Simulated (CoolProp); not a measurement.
Vapour-liquid equilibrium of R143a (1) + fluoroethane (R161) (2) at 302.1 K; x and y are mole fractions of (1).

Model: multi-fluid Helmholtz-energy mixture model, Lemmon and Jacobsen 2000 and Wu 2012; pair parameters Bell 2016, in CoolProp.

Task: Give the bubble pressure and the first vapour's composition at x = 0.2, 0.425, 0.575. Is there an azeotrope?

Result: x = 0.2: 1.109 MPa, y = 0.244; x = 0.425: 1.193 MPa, y = 0.482; x = 0.575: 1.247 MPa, y = 0.627. No azeotrope shows between x = 0.05 and 0.95.

Pair parameters are fitted to limited data, so mixtures are less certain than the pure fluids.
